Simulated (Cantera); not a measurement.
A closed system holds: 1 mol MgSO₄, 2.7 mol CO₂, 0.11 mol O₂, 3.4 mol H₂, equilibrated at 1548 K and 17.0 mbar.

These are equilibrium values from Cantera (NASA tables, ideal gas, pure condensed phases), not measurements of a reactor. The numbers say what is thermodynamically allowed, not how fast it happens.

```
species        before     after
-----------  --------  --------
H₂O             0.409     0.382
CO₂             0.255     0.222
CO              0.135     0.162
S₂             0.0207   0.00899
H₂             0.0774     0.100
SO₂            0.0934     0.116
COS          0.000245   5.39e-5
H₂S           0.00421  0.000994
H             6.57e-5  0.000270
S₂O          0.000298   9.34e-5
OH            1.16e-5   3.44e-5
S             7.71e-5  0.000184
MgO(s), mol     1.000     1.000
```
Gas species are given as mole fractions.

Name the change that produced these shifts.
A. pressure from 17.0 mbar to 1.30 mbar
B. temperature from 1548 K to 950 K
C. O₂ from 0.11 to 11 mol
D. H₂ from 3.4 to 0.38 mol

A, pressure from 17.0 mbar to 1.30 mbar
